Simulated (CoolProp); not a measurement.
Properties of sulfur hexafluoride at several states (Tc = 318.7 K, pc = 3.755 MPa, ω = 0.210).

Model: reference Helmholtz-energy equation of state, Guder 2009, in CoolProp.

| T (K) | p (MPa) | phase | Joule-Thomson coefficient (K/MPa) | isothermal compressibility (1/MPa) | viscosity (µPa s) |
|---|---|---|---|---|---|
| 609.5 | 2.53 | gas | 1.429 | 0.3988 | 28.7 |
| 334 | 0.972 | gas | 7.406 | ? | ? |
| 366.7 | 0.31 | gas | ? | 3.283 | 18.3 |
| 468.1 | 0.0173 | gas | 2.885 | 57.83 | ? |
| 423.4 | 17.1 | supercritical | ? | ? | ? |

Task: Fill in the missing entries.

Result: 
- 334, isothermal compressibility (1/MPa): 1.121
- 334, viscosity (µPa s): 17.2
- 366.7, Joule-Thomson coefficient (K/MPa): 5.399
- 468.1, viscosity (µPa s): 22.5
- 423.4, Joule-Thomson coefficient (K/MPa): 1.109
- 423.4, isothermal compressibility (1/MPa): 0.03817
- 423.4, viscosity (µPa s): 61.8

Viscosity comes from a separate model (Quiñones-Cisneros 2012).
